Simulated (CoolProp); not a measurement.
Vapour pressure (MPa) of n-hexane: the reference equation beside estimates from Tc = 507.8 K, pc = 3.044 MPa, ω = 0.300. Clausius-Clapeyron is anchored at 341.2 K with a constant enthalpy of vaporisation of 28.92 kJ/mol.

Values from CoolProp's reference Helmholtz-energy equation of state, Thol 2019.

| T (K) | reference | Lee-Kesler | Clausius-Clapeyron | van der Waals | Redlich-Kwong | Soave-Redlich-Kwong |
|---|---|---|---|---|---|---|
| 286.3 | 0.01175 | 0.01131 | 0.01405 | 0.1828 | 0.03142 | 0.01149 |
| 304.6 | 0.02649 | 0.02581 | 0.02914 | 0.2640 | 0.06214 | 0.02605 |
| 322.9 | 0.05359 | 0.05280 | 0.05568 | 0.3668 | 0.1118 | 0.05300 |
| 341.2 | 0.09922 | 0.09868 | 0.09922 | 0.4934 | 0.1865 | 0.09872 |
| 359.5 | 0.1709 | 0.1711 | 0.1667 | 0.6461 | 0.2925 | 0.1710 |
| 377.8 | 0.2771 | 0.2786 | 0.2664 | 0.8267 | 0.4361 | 0.2787 |
| 396.1 | 0.4275 | 0.4307 | 0.4077 | 1.037 | 0.6236 | 0.4319 |
| 414.3 | 0.6313 | 0.6362 | 0.5996 | 1.277 | 0.8593 | 0.6402 |
| 432.6 | 0.9022 | 0.9082 | 0.8554 | 1.551 | 1.152 | 0.9174 |

Absolute difference from the reference over all 9 rows, mean and median: Lee-Kesler 1.2 and 0.7 %, Clausius-Clapeyron 6.1 and 4.6 %, van der Waals 458.6 and 278.1 %, Redlich-Kwong 81.9 and 71.2 %, Soave-Redlich-Kwong 1.1 and 1.1 %.
